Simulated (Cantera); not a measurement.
# Transport properties of process gases

Gas mixture: CO₂ = 0.35 (molar parts), at 5.03 atm, frozen composition.

Cantera's kinetic-theory transport with the Lennard-Jones parameters of GRI-Mech 3.0, ideal gas; thermal conductivity in the mixture-averaged form.

| T (K) | ρ (kg/m³) | cp (J/kg/K) | μ (µPa s) | λ (mW/m/K) | Pr | D (cm²/s) H₂O | D (cm²/s) CH₃ | D (cm²/s) H₂ |
|---|---|---|---|---|---|---|---|---|
| 400 | 6.75 | 937.9 | 19.8 | 25.3 | 0.731 | 0.0568 | 0.0587 | 0.217 |
| 500 | 5.40 | 1014 | 24.0 | 33.3 | 0.731 | 0.0883 | 0.0879 | 0.318 |
| 600 | 4.50 | 1076 | 27.9 | 41.0 | 0.731 | 0.126 | 0.121 | 0.434 |
| 700 | 3.86 | 1127 | 31.5 | 48.5 | 0.731 | 0.168 | 0.159 | 0.562 |
| 800 | 3.37 | 1169 | 34.8 | 55.7 | 0.731 | 0.216 | 0.200 | 0.704 |
| 900 | 3.00 | 1204 | 38.0 | 62.6 | 0.731 | 0.268 | 0.245 | 0.857 |
| 1000 | 2.70 | 1234 | 41.0 | 69.2 | 0.731 | 0.325 | 0.293 | 1.02 |
| 1100 | 2.45 | 1258 | 43.9 | 75.6 | 0.730 | 0.385 | 0.345 | 1.20 |
| 1200 | 2.25 | 1279 | 46.6 | 81.7 | 0.730 | 0.450 | 0.399 | 1.38 |
D: mixture-averaged diffusion coefficient of that species in the mixture.
